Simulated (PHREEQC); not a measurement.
**Metal-bearing waste water: speciation**

Dissolve 0.0077 mol/kgw MnSO4 and 0.00072 mol/kgw Na2SO4 at 25 °C. Closed to the air; pH follows from the charge balance.

Equilibrium calculation in PHREEQC: ion-association model, phreeqc.dat.

Each row changes one thing in this solution. Precipitation was switched off in this run.

```
case                                       pH  ionic strength (mol/kgw)  SO4-2 (mol/kgw)  Mn+2 (mol/kgw)  MnSO4 (mol/kgw)  NaSO4- (mol/kgw)  SI of Pyrochroite (Mn(OH)2)
---------------------------------------  ----  ------------------------  ---------------  --------------  ---------------  ----------------  ---------------------------
as made                                  6.58                    0.0248          0.00638         0.00568          0.00202           2.50e-5                        -4.54
Na2SO4 from 0.00072 to 0.000792 mol/kgw  6.58                    0.0250          0.00644         0.00567          0.00203           2.77e-5                        -4.54
Na2SO4 from 0.00072 to 0.00108 mol/kgw   6.58                    0.0257          0.00668         0.00564          0.00206           3.89e-5                        -4.54
diluted 5-fold with water                 [?]                   0.00583          0.00149         0.00135         0.000190           1.55e-6                        -4.71
temperature from 25 to 30 °C              [?]                    0.0244          0.00626         0.00557          0.00213           2.53e-5                          [?]
Na2SO4 from 0.00072 to 0.00036 mol/kgw   6.57                    0.0240          0.00608         0.00573          0.00197           1.20e-5                        -4.54
```

Question: Fill in the missing entries.

Answer: 
- diluted 5-fold with water, pH: 6.75
- temperature from 25 to 30 °C, pH: 6.50
- temperature from 25 to 30 °C, SI of Pyrochroite (Mn(OH)2): -4.70

Species that the database lacks are ignored.
